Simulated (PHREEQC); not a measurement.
A solution holds 1.2 mmol/kgw HF, 0.068 mmol/kgw (NH4)2SiF6 and 9.8 mmol/kgw H3AsO4, at 25 °C. Closed to the air; pH follows from the charge balance.

Model: ion-association model, wateq4f.dat, run in PHREEQC.

```json
{
 "pH": "2.31",
 "ionic_strength": "0.00537 mol/kgw",
 "total_alkalinity": "-11.3 meq/kg"
}
```

| species | molality | activity | log γ |
|---|---|---|---|
| H+ | 0.00524 | 0.00488 | -0.031 |
| H2AsO4- | 0.00516 | 0.00477 | -0.034 |
| H3AsO4 | 0.00464 | 0.00464 | 0.001 |
| HF | 0.00137 | 0.00137 | 0.001 |
| F- | 0.000203 | 0.000188 | -0.034 |
| NH4+ | 0.000136 | 0.000126 | -0.034 |
| H4SiO4 | 6.47e-5 | 6.48e-5 | 0.001 |
| H2F2 | 4.92e-6 | 4.92e-6 | 0.001 |
| SiF6-2 | 3.32e-6 | 2.44e-6 | -0.133 |
| HF2- | 1.07e-6 | 9.91e-7 | -0.034 |
| HAsO4-2 | 9.26e-8 | 6.77e-8 | -0.136 |

Precipitation was switched off in this run. Species that the database lacks are ignored. SiF6-2 is the database's only silicon fluoride.
